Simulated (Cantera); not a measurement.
# Catalytic stagnation flow on Pt

A jet of H₂ : O₂ : N₂ = 0.04 : 0.11 : 0.79 (molar parts) at 300 K and 48000 Pa hits a platinum plate 3 cm away at a mass flux of 0.091 kg/m²/s; the plate temperature is set and raised in steps from an oxygen-covered start.

Detailed kinetics in Cantera: Deutschmann's 1995 Pt surface mechanism with GRI-Mech 3.0 gas chemistry. Catalytic surfaces can have several steady states; this one follows from the mechanism file's or the stated starting coverage.

```tsv
plate T (K)	wall x H₂	wall x O₂	wall x H₂O	wall x OH	θ free Pt	θ O*	θ OH*
700	0.00177	0.0736	0.0781	<1e-8	0.0453	0.947	0.00787
750	0.00161	0.0736	0.0779	<1e-8	0.0520	0.942	0.00610
800	0.00125	0.0734	0.0782	<1e-8	0.0694	0.925	0.00526
850	0.000901	0.0731	0.0785	1.03e-8	0.101	0.894	0.00486
900	0.000655	0.0730	0.0786	3.14e-8	0.145	0.850	0.00453
950	0.000498	0.0729	0.0787	8.51e-8	0.197	0.799	0.00418
1000	0.000399	0.0729	0.0786	2.10e-7	0.255	0.742	0.00381
```
x: mole fraction at the wall; θ: surface coverage.
